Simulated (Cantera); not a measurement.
Equilibrium for hydrogen reduction and annealing atmospheres: FeS + H2 + N2

A closed system holds: 1 mol FeS, a varied amount of H2, 46 mol N2, equilibrated at 1750 K and 0.0100 bar.

These are equilibrium values from Cantera (NASA tables, ideal gas, pure condensed phases), not measurements of a reactor. Candidate condensed phases: Fe, FeS, FeS2, S; 16 gas species. Kinetics and transport are ignored.

From 0.31 mol H2 to 290 mol H2 the condensed part is Fe(δ). The main Fe-bearing gas is Fe throughout. The share of Fe in condensed phases is highest at 0.31 mol H2 (93.5 %) and lowest at 290 mol H2 (53.0 %).

| n(H2) (mol) | x N2 | x H2 | x S2 | x H2S | n Fe(δ) |
|---|---|---|---|---|---|
| 0.31 | 0.981 | 0.00629 | 0.0102 | 8.17e-5 | 0.935 |
| 0.58 | 0.975 | 0.0118 | 0.0101 | 0.000152 | 0.934 |
| 1.1 | 0.965 | 0.0223 | 0.00982 | 0.000285 | 0.934 |
| 2 | 0.947 | 0.0401 | 0.00944 | 0.000501 | 0.932 |
| 3.7 | 0.915 | 0.0719 | 0.00880 | 0.000868 | 0.930 |
| 7 | 0.859 | 0.128 | 0.00779 | 0.00146 | 0.925 |
| 13 | 0.772 | 0.215 | 0.00639 | 0.00221 | 0.917 |
| 24 | 0.652 | 0.336 | 0.00469 | 0.00296 | 0.902 |
| 45 | 0.502 | 0.487 | 0.00292 | 0.00338 | 0.872 |
| 84 | 0.352 | 0.638 | 0.00153 | 0.00321 | 0.818 |
| 160 | 0.222 | 0.770 | 0.000659 | 0.00254 | 0.712 |
| 290 | 0.136 | 0.857 | 0.000264 | 0.00179 | 0.530 |
x: gas mole fraction; n: condensed amount in mol.
